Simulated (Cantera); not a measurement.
An adiabatic, constant-volume homogeneous reactor starts with CH₄ : O₂ : N₂ = 1 : 3.03 : 11.4 (molar parts), equivalence ratio 0.66, at 1400 K and 150 Torr. Integrator tolerance rtol = 1e-08.

Detailed kinetics in Cantera: GRI-Mech 3.0 (53 species, 325 reactions).

**Question.** What does this change do: pressure from 150 Torr to 7500 Torr?

**Answer.** 
```json
[
 {"quantity": "time of steepest temperature rise", "before": "9.41 ms", "after": "0.399 ms"},
 {"quantity": "temperature at 0.400 s", "before": "2595 K", "after": "2813 K"},
 {"quantity": "equilibrium temperature", "before": "2595 K", "after": "2813 K"},
 {"quantity": "x(CH₄) at 0.400 s", "before": "<1e-12 (gas-phase equilibrium <1e-12)", "after": "<1e-12 (gas-phase equilibrium <1e-12)"},
 {"quantity": "x(O₂) at 0.400 s", "before": "0.0621 (gas-phase equilibrium 0.0621)", "after": "0.0575 (gas-phase equilibrium 0.0575)"},
 {"quantity": "x(NO) at 0.400 s", "before": "0.0140 (gas-phase equilibrium 0.0140)", "after": "0.0188 (gas-phase equilibrium 0.0188)"},
 {"quantity": "x(CH₂O) at 0.400 s", "before": "1.77e-11 (gas-phase equilibrium 1.77e-11)", "after": "1.72e-10 (gas-phase equilibrium 1.72e-10)"},
 {"quantity": "x(HCN) at 0.400 s", "before": "5.79e-11 (gas-phase equilibrium 5.79e-11)", "after": "3.17e-10 (gas-phase equilibrium 3.17e-10)"},
 {"quantity": "x(HCO) at 0.400 s", "before": "4.15e-9 (gas-phase equilibrium 4.15e-9)", "after": "1.53e-8 (gas-phase equilibrium 1.53e-8)"},
 {"quantity": "x(OH) at 0.400 s", "before": "0.0188 (gas-phase equilibrium 0.0188)", "after": "0.0128 (gas-phase equilibrium 0.0128)"}
]
```

**Question.** What does this change do: 0.55 parts H2O added?

**Answer.** 
```
quantity                                                              before                                      after
---------------------------------  -----------------------------------------  -----------------------------------------
time of steepest temperature rise                                    9.41 ms                                    10.1 ms
temperature at 0.400 s                                                2595 K                                     2559 K
equilibrium temperature                                               2595 K                                     2559 K
x(CH₄) at 0.400 s                      <1e-12 (gas-phase equilibrium <1e-12)      <1e-12 (gas-phase equilibrium <1e-12)
x(O₂) at 0.400 s                       0.0621 (gas-phase equilibrium 0.0621)      0.0603 (gas-phase equilibrium 0.0603)
x(NO) at 0.400 s                       0.0140 (gas-phase equilibrium 0.0140)      0.0128 (gas-phase equilibrium 0.0128)
x(CH₂O) at 0.400 s                 1.77e-11 (gas-phase equilibrium 1.77e-11)  1.66e-11 (gas-phase equilibrium 1.66e-11)
x(HCN) at 0.400 s                  5.79e-11 (gas-phase equilibrium 5.79e-11)  4.43e-11 (gas-phase equilibrium 4.43e-11)
x(HCO) at 0.400 s                    4.15e-9 (gas-phase equilibrium 4.15e-9)    3.38e-9 (gas-phase equilibrium 3.38e-9)
x(OH) at 0.400 s                       0.0188 (gas-phase equilibrium 0.0188)      0.0190 (gas-phase equilibrium 0.0190)
```
